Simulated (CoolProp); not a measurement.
A closed Brayton cycle with carbon dioxide: compressor inlet 322.15 K and 8.5 MPa, high pressure 23.1 MPa, turbine inlet 870 K, compressor efficiency 0.89, turbine efficiency 0.93, recuperator effectiveness 0.8 (on enthalpy, no pinch check). Each further row changes one setting.

Model: reference Helmholtz-energy equation of state, Span 1996, in CoolProp.

| case | thermal efficiency (%) | net work (kJ/kg) | compressor to turbine work | compressor exit (K) | turbine exit (K) |
|---|---|---|---|---|---|
| as stated | ? | 97.8 | 0.32 | 400.3 | 742.7 |
| turbine inlet 820 K | ? | 88.5 | 0.34 | 400.3 | ? |
| compressor inlet 332.15 K | 31.2 | ? | ? | 418.0 | 742.7 |
| high pressure 19.6 MPa | ? | 84.7 | ? | 387.2 | 763.0 |
| recuperator effectiveness 0.5 | ? | 97.8 | 0.32 | 400.3 | 742.7 |

Q: What belongs in the gaps?

A: 
- as stated, thermal efficiency (%): 32.0
- turbine inlet 820 K, thermal efficiency (%): 31.0
- turbine inlet 820 K, turbine exit (K): 697.3
- compressor inlet 332.15 K, net work (kJ/kg): 90.8
- compressor inlet 332.15 K, compressor to turbine work: 0.37
- high pressure 19.6 MPa, thermal efficiency (%): 29.8
- high pressure 19.6 MPa, compressor to turbine work: 0.30
- recuperator effectiveness 0.5, thermal efficiency (%): 23.0
